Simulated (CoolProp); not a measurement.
A simple Rankine cycle with propylene: condensing at 305.15 K, boiler at 3.7 MPa, turbine inlet 354.8 K, turbine efficiency 0.85, pump efficiency 0.6, no recuperator. Each further row changes one setting.

Values from CoolProp's reference Helmholtz-energy equation of state, Lemmon 2013.

```
case                             thermal efficiency (%)  net work (kJ/kg)  heat in (kJ/kg)  turbine exit temperature (K)  volume ratio over the turbine
-------------------------------  ----------------------  ----------------  ---------------  ----------------------------  -----------------------------
as stated                                           8.3        (withheld)              325                         305.1                           3.13
turbine inlet 374.8 K                               9.1              35.5              392                         323.0                     (withheld)
condensing temperature 297.15 K                     9.7              33.5              346                         297.2                           3.84
boiler pressure 2.59 MPa                            6.3              24.1              382                    (withheld)                           1.93
turbine efficiency 0.75                             7.0              22.8              325                         305.1                           3.17
```

Q: Fill in the missing entries.

A: 
- as stated, net work (kJ/kg): 26.9
- turbine inlet 374.8 K, volume ratio over the turbine: 2.84
- boiler pressure 2.59 MPa, turbine exit temperature (K): 323.4

The expansion ends wet for: as stated; condensing temperature 297.15 K; turbine efficiency 0.75.
